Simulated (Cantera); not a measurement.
An isothermal plug-flow reactor at 1125 K and 1.00 bar (inlet), inlet velocity 2 m/s, active area per volume 210 1/m; feed CH4 : O2 : N2 = 0.0028 : 0.13 : 0.79 (molar parts), equivalence ratio 0.043.

Model: Deutschmann's 1995 Pt surface mechanism with GRI-Mech 3.0 gas chemistry, integrated in Cantera. Catalytic surfaces can have several steady states; this one follows from the mechanism file's or the stated starting coverage. Mass transfer to the wall is taken as infinitely fast.

One state of this run: x CH4 = 0.00280; x O2 = 0.140; x H2O = 0.000459; x CO2 = 0.000226; x CO = 2.50e-6; θ free Pt = 0.314; θ O* = 0.685. x: gas mole fraction; θ: surface coverage.

### Question
Which value of z (m) does it belong to?
A) 0.00016
B) 0.0035
C) 9.7e-05
D) 0.00075

### Answer
B, 0.0035
